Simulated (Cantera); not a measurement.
A closed system holds: 1 mol B2H6, 5.7 mol O2, held at 0.133 bar.

Equilibrium computed with Cantera from the NASA thermochemical tables; the gas is ideal and each condensed phase is pure. Candidate condensed phases: B, B2O3, B3O3H3, H2O; 23 gas species. The feed counts by its element totals alone. Gases not in the tables: H3BO3. Equilibrium is a limit: real reactors are often held back by kinetics, nucleation or transport.

Which condensed phases are stable at each of these points (T (K)): 1248, 1348, 1448, 1548, 1648, 1748, 1848, 1948, 2048?


```
T (K)  condensed phases  B condensed (%)
-----  ----------------  ---------------
1248            B2O3(l)             97.9
1348            B2O3(l)             96.1
1448            B2O3(l)             90.9
1548            B2O3(l)             79.0
1648            B2O3(l)             54.9
1748            B2O3(l)              9.9
1848           gas only              0.0
1948           gas only              0.0
2048           gas only              0.0
```

From 1248 K to 1748 K the condensed part is B2O3(l). From 1848 K to 2048 K nothing is condensed.
